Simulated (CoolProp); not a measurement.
Computed with CoolProp (reference Helmholtz-energy equation of state, Lemmon 2006). It is a short technical equation, of lower accuracy than the large ones.

**Question.** For isopentane, give the phase and the Joule-Thomson coefficient (K/MPa) at 119.45 °C and 58 kPa; 51.95 °C and 190 kPa.

**Answer.** 
- 119.45 °C and 58 kPa: gas; Joule-Thomson coefficient 12.3
- 51.95 °C and 190 kPa: gas; Joule-Thomson coefficient 25.5
